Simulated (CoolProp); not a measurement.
Properties of the fluoroketone C6F12O (FK-5-1-12) along the isobar 2.43 MPa (Tc = 168.7 °C, pc = 1.869 MPa, ω = 0.471).

Values from CoolProp's reference Helmholtz-energy equation of state, McLinden 2015.

```csv
T (°C),phase,density (kg/m³),speed of sound (m/s),expansivity (1/kK)
60.05,liquid,1507,420.5,2.122
70.05,liquid,1475,392.2,2.253
79.95,liquid,1441,364.4,2.407
89.85,liquid,1406,337.0,2.592
99.75,liquid,1369,309.8,2.817
109.65,liquid,1329,282.7,3.099
119.65,liquid,1287,255.3,3.470
129.55,liquid,1240,227.9,3.967
139.45,liquid,1189,199.8,4.686
149.35,liquid,1129,170.4,5.821
159.25,liquid,1056,138.9,7.901
169.25,supercritical,955.4,103.1,13.03
179.15,supercritical,775.2,62.69,35.68
189.05,supercritical,479.5,53.22,38.39
198.95,supercritical,371.9,63.57,17.89
```
